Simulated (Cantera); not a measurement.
A closed system holds: 1 mol Si₂H₆, 0.28 mol CO₂, 2.3 mol N₂, equilibrated at 1925 K and 72.8 Torr.

These are equilibrium values from Cantera (NASA tables, ideal gas, pure condensed phases), not measurements of a reactor. Candidate condensed phases: C, C₆H₆, C₇H₈, C₈H₁₈, H₂O, Si, SiC, SiO₂, Si₂N₂O, Si₃N₄; 151 gas species. The feed counts by its element totals alone. Mutual solubility and eutectic melting of coexisting phases are not modelled. The tables' values for SiN are old estimates; treat these amounts as uncertain. Gases not in the tables: Si₂H₆ and higher silanes. Equilibrium is a limit: real reactors are often held back by kinetics, nucleation or transport.

Base state: H₂ 0.578, N₂ 0.378, SiO 0.0343, CO 0.00745, H 0.00233, HCN 0.000208, Si 0.000179, SiH₂ 3.94e-5 (mole fractions); condensed: Si(l) + SiC(s) + Si₂N₂O(s).

Q: What changes in the equilibrium state with this change: temperature from 1925 K to 700 K?

A: 
| species | before | after |
|---|---|---|
| H₂ | 0.578 | 0.630 |
| N₂ | 0.378 | 0.298 |
| CH₄ | 6.95e-7 | 0.0723 |
| SiO | 0.0343 | <1e-9 |
| CO | 0.00745 | <1e-9 |
| H | 0.00233 | <1e-9 |
| HCN | 0.000208 | <1e-9 |
| Si(l), mol | 0.893 | 0 |
| SiC(s), mol | 0.240 | 0 |
| Si₂N₂O(s), mol | 0.344 | 0.560 |
| Si₃N₄(s), mol | 0 | 0.293 |
N₂ is the only nitrogen source here; it is nearly inert below about 1500 K, so the nitride shown seldom forms there in practice.
